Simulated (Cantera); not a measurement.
**NO annealing gas**

A perfectly stirred reactor is fed with 20.8 % NO, 79.2 % N2, at 0.306 atm; it is held at 1950 K, and followed from long to short residence time.

Detailed kinetics in Cantera: GRI-Mech 3.0 (53 species, 325 reactions).

```json
[
 {"τ (s)": "1.0", "x NO": "0.179", "x N2O": "1.38e-5", "x N2": "0.806", "x NO2": "5.28e-5", "x O": "0.000110", "x O2": "0.0148"},
 {"τ (s)": "0.46", "x NO": "0.194", "x N2O": "1.66e-5", "x N2": "0.799", "x NO2": "4.28e-5", "x O": "8.40e-5", "x O2": "0.00689"},
 {"τ (s)": "0.21", "x NO": "0.202", "x N2O": "1.80e-5", "x N2": "0.795", "x NO2": "3.49e-5", "x O": "6.72e-5", "x O2": "0.00307"},
 {"τ (s)": "0.094", "x NO": "0.206", "x N2O": "1.85e-5", "x N2": "0.793", "x NO2": "2.99e-5", "x O": "5.74e-5", "x O2": "0.00132"},
 {"τ (s)": "0.043", "x NO": "0.207", "x N2O": "1.84e-5", "x N2": "0.792", "x NO2": "2.68e-5", "x O": "5.16e-5", "x O2": "0.000572"},
 {"τ (s)": "0.019", "x NO": "0.208", "x N2O": "1.77e-5", "x N2": "0.792", "x NO2": "2.40e-5", "x O": "4.64e-5", "x O2": "0.000224"},
 {"τ (s)": "0.0087", "x NO": "0.208", "x N2O": "1.61e-5", "x N2": "0.792", "x NO2": "2.04e-5", "x O": "3.97e-5", "x O2": "8.09e-5"},
 {"τ (s)": "0.0039", "x NO": "0.208", "x N2O": "1.34e-5", "x N2": "0.792", "x NO2": "1.47e-5", "x O": "2.90e-5", "x O2": "2.18e-5"},
 {"τ (s)": "0.0018", "x NO": "0.208", "x N2O": "9.79e-6", "x N2": "0.792", "x NO2": "8.08e-6", "x O": "1.69e-5", "x O2": "4.29e-6"},
 {"τ (s)": "0.00080", "x NO": "0.208", "x N2O": "6.01e-6", "x N2": "0.792", "x NO2": "3.18e-6", "x O": "7.71e-6", "x O2": "6.31e-7"}
]
```
x: mole fraction; the columns are a selection and need not sum to one.
